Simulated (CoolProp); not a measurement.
Vapour-liquid equilibrium of methanol (1) + n-undecane (2) at 138.55 °C; x and y are mole fractions of (1).

Computed with CoolProp (multi-fluid Helmholtz-energy mixture model, de Reuck 1993 and Aleksandrov 2011; pair parameters Bell 2016).

| x | bubble pressure (kPa) | y at the bubble point | dew pressure at overall composition x (kPa) | liquid density (mol/L) |
|---|---|---|---|---|
| 0.05 | 34.73 | 0.468 | 20.40 | 4.360 |
| 0.15 | 132.1 | 0.881 | 22.62 | … |
| 0.25 | 329.6 | 0.958 | 25.39 | 5.369 |
| 0.35 | 563.5 | … | 28.95 | 6.009 |
| 0.45 | 745.8 | 0.984 | 33.71 | … |
| 0.55 | 841.9 | 0.986 | 40.42 | 7.763 |
| 0.65 | 876.0 | 0.987 | 50.69 | 9.040 |
| 0.75 | 892.0 | 0.987 | 68.53 | 10.80 |
| 0.85 | 925.5 | 0.989 | 107.9 | 13.40 |
| 0.95 | 998.1 | 0.995 | 282.6 | 17.55 |

Q: Some entries are withheld; supply them.

A: 
- 0.15, liquid density (mol/L): 4.828
- 0.35, y at the bubble point: 0.977
- 0.45, liquid density (mol/L): 6.787

No azeotrope shows between x = 0.05 and 0.95.

Pair parameters are fitted to limited data, so mixtures are less certain than the pure fluids. The gap from Raoult's law changes sign with composition, which may be real or a fault of the pair parameters; it wasn't checked against measurements. With so large a gap from Raoult's law the liquid may split in two, which this calculation doesn't test in full.
